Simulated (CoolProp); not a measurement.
Properties of nitrogen along the isobar 101 kPa.

The numbers come from the reference Helmholtz-energy equation of state, Span 2000 in CoolProp.

| T (K) | phase | cp (kJ/(kg K)) | isothermal compressibility (1/MPa) | conductivity (mW/(m K)) |
|---|---|---|---|---|
| 125.1 | gas | 1.055 | 10.00 | 11.7 |
| 146.3 | gas | 1.049 | 9.964 | 13.7 |
| 167.4 | gas | 1.046 | 9.942 | 15.5 |
| 188.5 | gas | 1.044 | 9.928 | 17.3 |
| 209.7 | gas | 1.043 | 9.919 | 19.1 |
| 230.8 | gas | 1.042 | 9.913 | 20.8 |
| 251.9 | gas | 1.042 | 9.909 | 22.4 |
| 273.1 | gas | 1.041 | 9.905 | 24.0 |
| 294.2 | gas | 1.041 | 9.903 | 25.5 |
| 315.3 | gas | 1.041 | 9.902 | 27.1 |
| 336.5 | gas | 1.042 | 9.900 | 28.5 |
| 357.6 | gas | 1.043 | 9.899 | 30.0 |
| 378.8 | gas | 1.044 | 9.899 | 31.4 |

Thermal conductivity comes from a separate model (Lemmon 2004).
